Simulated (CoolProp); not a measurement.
Vapour-liquid equilibrium of dimethyl ether (1) + R236EA (2) at 56.35 °C; x and y are mole fractions of (1).

Values from CoolProp's multi-fluid Helmholtz-energy mixture model, Wu 2011 and Rui 2013; pair parameters Bell 2016.

```json
[
 {"x": "0.05", "bubble pressure, mixture model (MPa)": "0.5486", "bubble pressure, Raoult's law (MPa)": "0.5846", "y, mixture model": "0.055", "y, Raoult's law": "0.114"},
 {"x": "0.125", "bubble pressure, mixture model (MPa)": "0.5560", "bubble pressure, Raoult's law (MPa)": "0.6435", "y, mixture model": "0.143", "y, Raoult's law": "0.258"},
 {"x": "0.2", "bubble pressure, mixture model (MPa)": "0.5675", "bubble pressure, Raoult's law (MPa)": "0.7024", "y, mixture model": "[?]", "y, Raoult's law": "0.379"},
 {"x": "0.275", "bubble pressure, mixture model (MPa)": "0.5851", "bubble pressure, Raoult's law (MPa)": "0.7613", "y, mixture model": "0.340", "y, Raoult's law": "0.481"},
 {"x": "0.35", "bubble pressure, mixture model (MPa)": "0.6110", "bubble pressure, Raoult's law (MPa)": "0.8202", "y, mixture model": "0.446", "y, Raoult's law": "0.568"},
 {"x": "0.425", "bubble pressure, mixture model (MPa)": "0.6473", "bubble pressure, Raoult's law (MPa)": "0.8791", "y, mixture model": "0.552", "y, Raoult's law": "0.643"},
 {"x": "0.5", "bubble pressure, mixture model (MPa)": "0.6963", "bubble pressure, Raoult's law (MPa)": "0.9380", "y, mixture model": "0.653", "y, Raoult's law": "0.709"},
 {"x": "0.575", "bubble pressure, mixture model (MPa)": "[?]", "bubble pressure, Raoult's law (MPa)": "0.9969", "y, mixture model": "0.744", "y, Raoult's law": "0.768"},
 {"x": "0.65", "bubble pressure, mixture model (MPa)": "0.8377", "bubble pressure, Raoult's law (MPa)": "1.056", "y, mixture model": "0.821", "y, Raoult's law": "0.819"},
 {"x": "0.725", "bubble pressure, mixture model (MPa)": "0.9299", "bubble pressure, Raoult's law (MPa)": "1.115", "y, mixture model": "0.883", "y, Raoult's law": "0.865"},
 {"x": "0.8", "bubble pressure, mixture model (MPa)": "1.034", "bubble pressure, Raoult's law (MPa)": "1.174", "y, mixture model": "0.931", "y, Raoult's law": "0.907"},
 {"x": "0.875", "bubble pressure, mixture model (MPa)": "1.145", "bubble pressure, Raoult's law (MPa)": "1.233", "y, mixture model": "0.965", "y, Raoult's law": "0.945"},
 {"x": "0.95", "bubble pressure, mixture model (MPa)": "1.258", "bubble pressure, Raoult's law (MPa)": "1.291", "y, mixture model": "[?]", "y, Raoult's law": "0.979"}
]
```

Q: What belongs in the gaps?

A: 
- 0.2, y, mixture model: 0.238
- 0.575, bubble pressure, mixture model (MPa): 0.7596
- 0.95, y, mixture model: 0.989

The largest gap from Raoult's law is -26.4 % in bubble pressure, at x = 0.425. No azeotrope shows between x = 0.05 and 0.95.

Pair parameters are fitted to limited data, so mixtures are less certain than the pure fluids.
